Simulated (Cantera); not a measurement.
What does this Cantera script print?

```python
import numpy as np
import cantera as ct

gas_names = [...]  # 110 gases of nasa_gas.yaml made of C, H, O
cond_names = """
    C(gr) C6H6(L) C7H8(L) C8H18(L),n-octa H2O(s) H2O(L)
""".split()


# ... load() reads the species with a 1 bar reference pressure and builds the phases ...
atoms = {
    'CH4': {'C': 1, 'H': 4},
    'O2': {'O': 2},
}
top_T = {'C(gr)': 4500}  # K; cautious upper limits of use, not melting points


# ... equilibrate(T, P, feed) seeds the gas with the atoms and calls Mixture.equilibrate('TP', solver="vcs", rtol=1e-11, max_steps=5000) ...
results = []
T = 3073  # K
P = 770  # Pa
for m in [0.013, 0.021, 0.035, 0.058, 0.095, 0.16, 0.26, 0.43]:
    feed = {'CH4': 1, 'O2': m}  # mol
    mix = equilibrate(T, P, feed)
    results.append((T, P, feed, dict(zip(mix.species_names, mix.species_moles))))

top = {s: max(r[3][s] / sum(r[3][g] for g in gas_names) for r in results) for s in gas_names}
cols = sorted((s for s in top if top[s] > 1e-06), key=lambda s: -top[s])[:9]
seen = [c for c in cond_names if any(r[3].get(c, 0) > 1e-12 for r in results)]
print("log10 of partial pressures in bar; condensed amounts in mol")
print(f"{'n(O2)':>10s}" + "".join(f"{s[:9]:>10s}" for s in cols + seen))
for T, P, feed, n in results:
    ng = sum(n[g] for g in gas_names)
    print(f"{feed['O2']:10.4g}" + "".join(f"{np.log10(max(n[s] / ng * P / 1e5, 1e-99)):10.3f}" for s in cols)
          + "".join(f"{n.get(c, 0):10.4g}" for c in seen))
```

Result:

```
log10 of partial pressures in bar; condensed amounts in mol
     n(O2)         H        CO        H2        C3         C       C2H C2H2,acet        C2        C5
     0.013    -2.224    -4.284    -3.036    -3.320    -4.049    -4.157    -4.248    -4.259    -5.059
     0.021    -2.225    -4.077    -3.038    -3.329    -4.052    -4.164    -4.256    -4.265    -5.075
     0.035    -2.227    -3.858    -3.041    -3.345    -4.057    -4.177    -4.270    -4.276    -5.102
     0.058    -2.230    -3.643    -3.047    -3.373    -4.066    -4.198    -4.294    -4.294    -5.148
     0.095    -2.234    -3.434    -3.056    -3.420    -4.082    -4.234    -4.335    -4.326    -5.226
      0.16    -2.242    -3.219    -3.071    -3.513    -4.113    -4.304    -4.412    -4.388    -5.382
      0.26    -2.253    -3.024    -3.094    -3.697    -4.174    -4.438    -4.557    -4.511    -5.689
      0.43    -2.271    -2.830    -3.129    -4.356    -4.394    -4.895    -5.032    -4.950    -6.787
```

Equilibrium computed with Cantera from the NASA thermochemical tables; the gas is ideal and each condensed phase is pure.
